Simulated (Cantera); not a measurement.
A perfectly stirred reactor is fed with 74.1 % CH4, 25.9 % H2O, at 760 Torr; it is held at 1348 K, and followed from long to short residence time.

Model: GRI-Mech 3.0 (53 species, 325 reactions), integrated in Cantera. GRI-Mech 3.0 stops at C3 and has no aromatics, soot or wall deposition, so with more carbon than oxygen in the feed, carbon stays in small species such as C2H2 where larger ones or solid carbon would form.

x: mole fraction; the columns are a selection and need not sum to one.

| τ (s) | x CH4 | x H2O | x H | x HO2 | x CH3 | x CH2 | x H2O2 |
|---|---|---|---|---|---|---|---|
| 16 | 0.417 | 0.208 | 7.93e-7 | <1e-12 | 2.38e-5 | 1.26e-10 | <1e-12 |
| 5.4 | 0.539 | 0.230 | 4.24e-7 | <1e-12 | 2.66e-5 | 1.07e-10 | <1e-12 |
| 1.9 | 0.642 | 0.245 | 2.14e-7 | <1e-12 | 3.24e-5 | 9.23e-11 | <1e-12 |
| 0.64 | 0.702 | 0.254 | 8.78e-8 | <1e-12 | 3.73e-5 | 7.90e-11 | <1e-12 |
| 0.22 | 0.728 | 0.258 | ? | <1e-12 | 3.83e-5 | 6.80e-11 | <1e-12 |
| 0.076 | 0.737 | 0.259 | 9.57e-9 | <1e-12 | 3.47e-5 | 5.34e-11 | <1e-12 |
| 0.026 | 0.740 | 0.259 | 3.95e-9 | <1e-12 | 2.83e-5 | 3.53e-11 | <1e-12 |
| 0.0091 | 0.740 | 0.259 | ? | <1e-12 | ? | 2.31e-11 | <1e-12 |

Task: Some entries are withheld; supply them.

Result: 
- 0.22, x H: 2.98e-8
- 0.0091, x H: 2.58e-9
- 0.0091, x CH3: 2.29e-5
